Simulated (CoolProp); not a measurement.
Computed with CoolProp (reference Helmholtz-energy equation of state, Penoncello 2003).

Task: Give the vapour pressure (MPa), vapour Z, vapour viscosity (µPa s) of saturated CHF3 (R23) at 149.8, 206.1 K.

Result: 
```
T (K)  p (MPa)  vapour Z  vapour viscosity (µPa s)
-----  -------  --------  ------------------------
149.8  0.00422     0.994                      7.18
206.1    0.224     0.929                      10.3
```

Viscosity comes from a separate model (Shan 2000).
